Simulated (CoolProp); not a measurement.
R21 at 293.15 K and 0.0125 MPa is compressed adiabatically to 0.0806 MPa with isentropic efficiency 0.85. Each further row changes one setting.

Model: reference Helmholtz-energy equation of state, Platzer 1990, in CoolProp. This equation is an older, rougher fit.

| case | work (kJ/kg) | final temperature (K) | final density (kg/m³) |
|---|---|---|---|
| as stated | 58.5 | 386.9 | 2.60 |
| efficiency 1 | 49.8 | 373.8 | 2.70 |
| efficiency 0.65 | 76.5 | 413.0 | 2.43 |
